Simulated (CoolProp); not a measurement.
Vapour-liquid equilibrium of neopentane (1) + n-pentane (2) at 0.216 MPa; x and y are mole fractions of (1).

Computed with CoolProp (multi-fluid Helmholtz-energy mixture model, Lemmon 2006 and Thol 2019; pair parameters Bell 2016).

```tsv
x	bubble temperature (°C)	y at the bubble point	dew temperature at overall composition x (°C)	liquid density (mol/L)
0.05	58.3	0.098	59.2	8.100
0.15	54.6	0.269	57.2	8.099
0.25	51.2	0.413	55.0	8.095
0.35	48.1	0.534	52.7	8.088
0.45	45.2	0.637	50.3	8.077
0.55	42.5	0.725	47.6	8.065
0.65	40.0	0.801	44.8	8.050
0.75	37.6	0.867	41.7	8.033
0.85	35.5	0.925	38.2	8.014
0.95	33.4	0.976	34.5	7.995
```

No azeotrope shows between x = 0.05 and 0.95.

Pair parameters are fitted to limited data, so mixtures are less certain than the pure fluids.
